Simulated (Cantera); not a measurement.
Input (Python, Cantera) and output of one run.

```python
import numpy as np
import cantera as ct

gas_names = [...]  # 95 gases of nasa_gas.yaml made of C, F, H
cond_names = """
    C(gr) C6H6(L) C7H8(L) C8H18(L),n-octa
""".split()


# ... load() reads the species with a 1 bar reference pressure and builds the phases ...
atoms = {
    'c-C4F8': {'C': 4, 'F': 8},
    'H2': {'H': 2},
}
top_T = {'C(gr)': 4500}  # K; cautious upper limits of use, not melting points


# ... equilibrate(T, P, feed) seeds the gas with the atoms and calls Mixture.equilibrate('TP', solver="vcs", rtol=1e-11, max_steps=5000) ...
results = []
feed = {'c-C4F8': 1, 'H2': 16}  # mol
T = 3523  # K
P = 990  # Pa
mix = equilibrate(T, P, feed)
results.append((T, P, feed, dict(zip(mix.species_names, mix.species_moles))))
print(gas.report(threshold=0.001))
for i in range(1, mix.n_phases):
    print(f"{mix.phase(i).name:16s} {mix.phase_moles(i):12.5e} mol")
```

Output:

```
       temperature   3523 K
          pressure   990 Pa
           density   0.00020811 kg/m^3
  mean mol. weight   6.1576 kg/kmol
   phase of matter   gas

                          1 kg             1 kmol
                     ---------------   ---------------
          enthalpy        4.1761e+07        2.5715e+08  J
   internal energy        3.7004e+07        2.2786e+08  J
           entropy             37996        2.3397e+05  J/K
    Gibbs function         -9.21e+07       -5.6712e+08  J
 heat capacity c_p            3851.2             23714  J/K
 heat capacity c_v              2501             15400  J/K

                      mass frac. Y      mole frac. X     chem. pot. / RT
                     ---------------   ---------------   ---------------
                 C          0.099394          0.050956           -6.0365
                CF          0.019029         0.0037787           -33.488
                C2           0.03244         0.0083153           -12.073
               C2H         0.0043595         0.0010725            -27.28
                C3           0.06264          0.010704            -18.11
                 F           0.27977          0.090676           -27.451
                 H           0.11524           0.70399           -15.207
                HF           0.38208            0.1176           -42.658
                H2         0.0041533          0.012686           -30.413
     [  +86 minor]        0.00089381        0.00022888

C(gr)             0.00000e+00 mol
```

These are equilibrium values from Cantera (NASA tables, ideal gas, pure condensed phases), not measurements of a reactor. The feed counts by its element totals alone.
